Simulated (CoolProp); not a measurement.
R125 at 293.15 K and 0.918 MPa flows at 0.21 m/s in a round tube of 10 mm bore and 15 µm roughness, fully developed (64/Re and Nu = 3.66 if laminar; Colebrook and Gnielinski if turbulent). Each further row changes one setting.

Computed with CoolProp (reference Helmholtz-energy equation of state, Lemmon 2005).

```csv
case,Reynolds number,Darcy friction factor,pressure drop (Pa/m),heat-transfer coefficient (W/(m² K)),mass flow (kg/h)
as stated,8840,0.0340,4.08,43.7,3.23
velocity 0.42 m/s,17700,0.0295,14.2,80.2,6.46
diameter 20 mm,17700,0.0282,1.69,38.2,12.9
```

Viscosity comes from a separate model (Huber 2006). Thermal conductivity comes from a separate model (Perkins 2006).
